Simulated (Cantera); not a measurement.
A perfectly stirred reactor is fed with 33.4 % H2, 11.9 % O2, 44.7 % N2, 10.0 % H2O, equivalence ratio 1.4, at 10.0 bar; it is adiabatic with a 598 K inlet, and is followed from long to short residence time, starting on the burning branch (τ in s: 0.03, 0.018, 0.01, 0.006, 0.0035, 0.002, 0.0012, 0.00069, 0.0004, 0.00023, 0.00014, 7.9e-05).

Detailed kinetics in Cantera: the H2/O2 subset of GRI-Mech 3.0, which has no nitrogen chemistry. The hydrogen kinetics of GRI-Mech 3.0 are dated; newer H2 mechanisms differ, most at raised pressure.

Problem. Predict: blow-out, bracketed by the residence times tried; x(H2) at τ = 30.0 ms; x(O2) at τ = 30.0 ms; x(H2O) at τ = 30.0 ms; x(OH) at τ = 30.0 ms; x(H) at τ = 30.0 ms; x(H2) at τ = 1.20 ms; x(O2) at τ = 1.20 ms; x(H2O) at τ = 1.20 ms; x(OH) at τ = 1.20 ms; x(H) at τ = 1.20 ms.

Solution. 
```json
{
  "blow_out_bracketed_by_the_residence_times_tried": "burning at 79.0 µs, the shortest tried",
  "x(H2) at τ = 30.0 ms": "0.108",
  "x(O2) at τ = 30.0 ms": "2.49e-5",
  "x(H2O) at τ = 30.0 ms": "0.383",
  "x(OH) at τ = 30.0 ms": "0.000660",
  "x(H) at τ = 30.0 ms": "0.00115",
  "x(H2) at τ = 1.20 ms": "0.108",
  "x(O2) at τ = 1.20 ms": "0.000244",
  "x(H2O) at τ = 1.20 ms": "0.381",
  "x(OH) at τ = 1.20 ms": "0.00145",
  "x(H) at τ = 1.20 ms": "0.00260"
}
```
